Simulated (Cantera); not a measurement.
Charge: 1 mol SiF4, 22 mol O2, equilibrated at 1675 K.

Cantera equilibrium calculation (NASA polynomials, part measured and part estimated; ideal gas, pure solids and liquids). Candidate condensed phases: Si, SiO2; 17 gas species. The tables' values for SiF3 are old estimates; treat these amounts as uncertain. The tables hold silica as quartz up to 1696 K and as liquid above; real silica turns to tridymite and cristobalite and melts near 1996 K. Kinetics and transport are ignored.

x: gas mole fraction; n: condensed amount in mol.

```csv
P (Pa),x O2,x SiF4,x O,x F,x SiF3,x SiO,n SiO2(β-quartz)
5,0.952,0.0432,0.00471,0.000411,5.40e-5,7.01e-6,0.00176
15,0.954,0.0433,0.00272,0.000237,3.12e-5,1.35e-6,0.00111
45,0.955,0.0434,0.00157,0.000137,1.80e-5,2.59e-7,0.000664
140,0.956,0.0434,?,?,1.02e-5,?,?
410,0.956,0.0434,0.000522,4.55e-5,5.98e-6,9.42e-9,0.000225
1200,0.956,0.0435,0.000305,2.66e-5,3.49e-6,1.88e-9,0.000132
3700,0.956,0.0435,?,?,1.99e-6,?,0
11000,0.956,0.0435,0.000101,8.78e-6,1.15e-6,6.78e-11,0
33000,0.956,0.0435,5.82e-5,5.07e-6,6.66e-7,1.30e-11,0
100000,0.956,0.0435,3.34e-5,2.91e-6,3.83e-7,2.47e-12,0
```

Question: Some entries are withheld; supply them.

Answer: 
- 3700, x O: 0.000174
- 3700, x F: 1.51e-5
- 3700, x SiO: 3.48e-10
- 140, x O: 0.000892
- 140, x F: 7.78e-5
- 140, x SiO: 4.72e-8
- 140, n SiO2(β-quartz): 0.000383
